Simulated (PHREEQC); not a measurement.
1 kg of water holding 89 mmol/kgw CaCl2 and 170 mmol/kgw MgCl2 is evaporated at 50 °C; the solids stay in contact with the brine. CO2 from the air is kept out. The run lets Bischofite, Brucite, Portlandite, MgCl2_4H2O precipitate or redissolve, and no other solid.

All values are PHREEQC results (Pitzer model, pitzer.dat), not measurements.

```csv
water left (kg),ionic strength,water activity,Mg in solution (mol/kgw),Cl in solution (mol/kgw),Ca in solution (mol/kgw)
1,0.777,0.988,0.170,0.518,0.0890
0.8219,0.945,0.985,0.207,0.630,0.108
0.6755,1.15,(withheld),0.252,0.767,0.132
0.5552,1.40,(withheld),0.306,0.933,0.160
0.4563,1.70,(withheld),0.373,1.14,0.195
0.375,2.07,(withheld),0.453,1.38,0.237
0.3082,2.52,(withheld),0.552,1.68,0.289
0.2533,3.07,0.943,0.671,2.04,0.351
0.2082,3.73,0.927,0.816,2.49,0.427
0.1711,4.54,0.905,0.993,3.03,0.520
0.1407,5.52,(withheld),1.21,3.68,0.633
0.1156,6.72,(withheld),1.47,4.48,0.770
0.09502,8.18,0.780,1.79,5.45,0.937
0.07809,9.95,(withheld),2.18,6.63,1.14
0.06418,12.1,0.615,2.65,8.07,1.39
0.05275,14.7,0.501,3.22,9.82,1.69
0.04335,17.9,0.372,3.92,11.9,2.05
```

Q: Some entries are withheld; supply them.

A: 
- 0.6755, water activity: 0.982
- 0.5552, water activity: 0.977
- 0.4563, water activity: 0.972
- 0.375, water activity: 0.965
- 0.3082, water activity: 0.955
- 0.1407, water activity: 0.875
- 0.1156, water activity: 0.834
- 0.07809, water activity: 0.707

At this temperature some constants are extrapolated from 25 °C, and those without enthalpy data are left unchanged.
